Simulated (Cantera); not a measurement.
A closed system holds: 1 mol Ti(OiPr)4, 5.5 mol CH4, 2.3 mol H2, held at 0.0430 bar.

These are equilibrium values from Cantera (NASA tables, ideal gas, pure condensed phases), not measurements of a reactor. Candidate condensed phases: C, C6H6, C7H8, C8H18, H2O, Ti, TiC, TiO, TiO2, Ti2O3, Ti3O5, Ti4O7; 113 gas species. The feed counts by its element totals alone. Kinetics and transport are ignored. All values below are at 902 °C.

Base state: H2 0.921, CO 0.0787, CH4 0.000698, H2O 0.000108 (mole fractions); condensed: C(graphite) + Ti3O5(s).

### Question
What changes in the equilibrium state with this change: pressure from 0.0430 bar to 0.133 bar?

### Answer
```tsv
species	before	after
H2	0.921	0.922
CO	0.0787	0.0760
CH4	0.000698	0.00217
H2O	0.000108	0.000324
CO2	7.21e-6	2.08e-5
C(graphite), mol	15.1	15.2
Ti3O5(s), mol	0.333	0
Ti4O7(s), mol	0	0.250
```
Condensed phases not in the tables: Magnéli phases beyond Ti4O7.
